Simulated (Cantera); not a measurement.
An adiabatic, constant-pressure homogeneous reactor starts with 40.2 % H₂, 12.5 % O₂, 47.0 % N₂, 0.209 % NO, at 1300 K and 330 Torr.

Cantera simulation using GRI-Mech 3.0 (53 species, 325 reactions); the numbers are that mechanism's predictions, not measurements. The mechanism lacks 2 NO + O2 → 2 NO2 and HONO, so NO2 and the effect of NO are under-described below about 1400 K.

x: mole fraction; the columns are a selection and need not sum to one.

```csv
t (s),T (K),x H₂,x O₂,x NO,x NO₂,x HO₂,x H₂O₂,x N₂O
2.00e-6,1300,0.402,0.125,0.00209,4.14e-10,1.73e-8,4.17e-11,4.74e-12
5.39e-6,1300,0.402,0.125,0.00209,2.80e-9,4.59e-8,2.95e-10,5.34e-11
1.46e-5,1300,0.402,0.125,0.00209,2.05e-8,1.39e-7,2.14e-9,3.96e-10
3.92e-5,1300,0.401,0.125,0.00209,7.88e-7,9.85e-6,1.20e-7,2.95e-8
0.000106,1898,0.131,0.00868,0.00218,2.98e-8,2.34e-6,3.27e-7,1.12e-8
0.000286,(withheld),0.151,(withheld),0.00227,(withheld),(withheld),(withheld),(withheld)
0.000770,2639,0.160,0.00194,0.00232,7.64e-8,8.14e-7,6.63e-8,4.62e-8
0.00208,2713,0.162,0.00141,0.00228,8.91e-8,7.32e-7,6.91e-8,6.66e-8
0.00560,2715,0.162,0.00141,0.00220,8.63e-8,7.33e-7,6.93e-8,6.59e-8
0.0151,2715,0.162,0.00141,0.00218,8.55e-8,7.33e-7,6.94e-8,6.56e-8
0.0408,2715,0.162,0.00141,0.00218,8.54e-8,7.33e-7,6.94e-8,6.56e-8
0.110,2715,0.162,0.00141,0.00218,8.54e-8,7.33e-7,6.94e-8,6.56e-8
0.297,2715,0.162,0.00141,0.00218,8.54e-8,7.33e-7,6.94e-8,6.56e-8
0.800,2715,0.162,0.00141,0.00218,8.54e-8,7.33e-7,6.94e-8,6.56e-8
```

Task: Some entries are withheld; supply them.

Result: 
- 0.000286, T (K): 2356
- 0.000286, x O₂: 0.00430
- 0.000286, x NO₂: 3.92e-8
- 0.000286, x HO₂: 1.07e-6
- 0.000286, x H₂O₂: 8.14e-8
- 0.000286, x N₂O: 1.48e-8
